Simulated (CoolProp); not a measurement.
Values from CoolProp's reference Helmholtz-energy equation of state, Fiedler 2023.

Q: Give the vapour pressure (MPa), liquid density (kg/m³), vapour density (kg/m³), enthalpy of vaporisation (kJ/kg) of saturated tetrahydrofuran at 199.85, 211.25, 245.55 °C.

A: 
| T (°C) | p (MPa) | liquid density (kg/m³) | vapour density (kg/m³) | enthalpy of vaporisation (kJ/kg) |
|---|---|---|---|---|
| 199.85 | 2.02 | 648 | 49.8 | 280 |
| 211.25 | 2.41 | 625 | 61.1 | 261 |
| 245.55 | 3.95 | 532 | 121 | 181 |
